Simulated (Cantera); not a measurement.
Formation from one mole of O2

Source: NASA polynomial tables (part measured, part estimated), evaluated in Cantera. Values are per mole of reaction as written; species without (g) are pure solids or liquids, kept so even where they would boil at 1 bar.

4 Al + O2(g) = 2 Al2O(g)

```tsv
T (K)	ΔH° (kJ)	ΔS° (J/K)	ΔG° (kJ)	log10 K	condensed phases
723	-301.4	164.0	-419.9	30.34	Al(s)
748	-302.2	162.8	-424.0	29.61	Al(s)
773	-303.1	161.7	-428.1	28.93	Al(s)
798	-304.0	160.5	-432.1	28.28	Al(s)
823	-305.0	159.3	-436.1	27.68	Al(s)
848	-306.0	158.0	-440.1	27.11	Al(s)
873	-307.1	156.8	-444.0	26.57	Al(s)
898	-308.2	155.5	-447.9	26.05	Al(s)
923	-309.4	154.2	-451.8	25.57	Al(s)
948	-353.3	107.2	-454.9	25.07	Al(l)
973	-354.4	106.1	-457.6	24.57	Al(l)
```

0.8 Ta + O2(g) = 0.4 Ta2O5

```json
[
 {"T (K)": "723", "ΔH° (kJ)": "-814.0", "ΔS° (J/K)": "-172.6", "ΔG° (kJ)": "-689.3", "log10 K": "49.80"},
 {"T (K)": "748", "ΔH° (kJ)": "-813.7", "ΔS° (J/K)": "-172.1", "ΔG° (kJ)": "-685.0", "log10 K": "47.83"},
 {"T (K)": "773", "ΔH° (kJ)": "-813.4", "ΔS° (J/K)": "-171.7", "ΔG° (kJ)": "-680.7", "log10 K": "45.99"},
 {"T (K)": "798", "ΔH° (kJ)": "-813.0", "ΔS° (J/K)": "-171.2", "ΔG° (kJ)": "-676.4", "log10 K": "44.27"},
 {"T (K)": "823", "ΔH° (kJ)": "-812.6", "ΔS° (J/K)": "-170.8", "ΔG° (kJ)": "-672.1", "log10 K": "42.66"},
 {"T (K)": "848", "ΔH° (kJ)": "-812.3", "ΔS° (J/K)": "-170.3", "ΔG° (kJ)": "-667.8", "log10 K": "41.14"},
 {"T (K)": "873", "ΔH° (kJ)": "-811.9", "ΔS° (J/K)": "-169.9", "ΔG° (kJ)": "-663.6", "log10 K": "39.70"},
 {"T (K)": "898", "ΔH° (kJ)": "-811.5", "ΔS° (J/K)": "-169.5", "ΔG° (kJ)": "-659.3", "log10 K": "38.35"},
 {"T (K)": "923", "ΔH° (kJ)": "-811.2", "ΔS° (J/K)": "-169.1", "ΔG° (kJ)": "-655.1", "log10 K": "37.07"},
 {"T (K)": "948", "ΔH° (kJ)": "-810.8", "ΔS° (J/K)": "-168.7", "ΔG° (kJ)": "-650.9", "log10 K": "35.86"},
 {"T (K)": "973", "ΔH° (kJ)": "-810.4", "ΔS° (J/K)": "-168.2", "ΔG° (kJ)": "-646.7", "log10 K": "34.72"}
]
```

2 H2(g) + O2(g) = 2 H2O(g)

| T (K) | ΔH° (kJ) | ΔS° (J/K) | ΔG° (kJ) | log10 K |
|---|---|---|---|---|
| 723 | -491.6 | -105.8 | -415.2 | 29.99 |
| 748 | -492.1 | -106.3 | -412.5 | 28.81 |
| 773 | -492.5 | -106.9 | -409.9 | 27.69 |
| 798 | -492.8 | -107.4 | -407.2 | 26.65 |
| 823 | -493.2 | -107.8 | -404.5 | 25.67 |
| 848 | -493.6 | -108.3 | -401.8 | 24.75 |
| 873 | -494.0 | -108.7 | -399.1 | 23.88 |
| 898 | -494.3 | -109.1 | -396.3 | 23.05 |
| 923 | -494.7 | -109.5 | -393.6 | 22.27 |
| 948 | -495.0 | -109.9 | -390.9 | 21.54 |
| 973 | -495.4 | -110.2 | -388.1 | 20.84 |

1.333 B + O2(g) = 0.6667 B2O3(g)

| T (K) | ΔH° (kJ) | ΔS° (J/K) | ΔG° (kJ) | log10 K |
|---|---|---|---|---|
| 723 | -558.3 | -25.5 | -539.9 | 39.00 |
| 748 | -558.4 | -25.6 | -539.2 | 37.66 |
| 773 | -558.5 | -25.7 | -538.6 | 36.39 |
| 798 | -558.6 | -25.8 | -537.9 | 35.21 |
| 823 | -558.7 | -26.0 | -537.3 | 34.10 |
| 848 | -558.8 | -26.1 | -536.6 | 33.06 |
| 873 | -558.9 | -26.2 | -536.0 | 32.07 |
| 898 | -559.0 | -26.3 | -535.3 | 31.14 |
| 923 | -559.1 | -26.4 | -534.7 | 30.26 |
| 948 | -559.2 | -26.5 | -534.0 | 29.42 |
| 973 | -559.3 | -26.6 | -533.4 | 28.63 |
